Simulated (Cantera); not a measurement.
# Abatement and gas-phase synthesis: HI + O2 + H2

Feed: 1 mol HI, 0.46 mol O2, 0.94 mol H2, held at 4.20 mbar.

Cantera equilibrium calculation (NASA polynomials, part measured and part estimated; ideal gas, pure solids and liquids). Candidate condensed phases: H2O, I2; 12 gas species. Rates play no part.

```
T (°C)  log p H2O  log p HI  log p I  log p H2  log p I2  log p H  log p OH
------  ---------  --------  -------  --------  --------  -------  --------
452         -2.70     -2.77    -4.61     -3.58     -3.68     <-14      <-14
552         -2.71     -2.79    -3.95     -3.51     -3.68   -12.86      <-14
652         -2.72     -2.85    -3.47     -3.43     -3.79   -11.30    -13.52
752         -2.74     -2.95    -3.17     -3.32     -4.02   -10.02    -12.01
852         -2.76     -3.10    -2.99     -3.23     -4.36    -8.97    -10.78
952         -2.77     -3.29    -2.89     -3.16     -4.75    -8.08     -9.74
1052        -2.78     -3.49    -2.84     -3.11     -5.14    -7.34     -8.85
1152        -2.79     -3.68    -2.81     -3.09     -5.51    -6.71     -8.07
1252        -2.79     -3.86    -2.79     -3.08     -5.86    -6.16     -7.39
1352        -2.80     -4.02    -2.78     -3.07     -6.16    -5.69     -6.79
```
log p: log10 of the partial pressure in bar; nothing condenses.

From 452 °C to 1352 °C nothing is condensed.
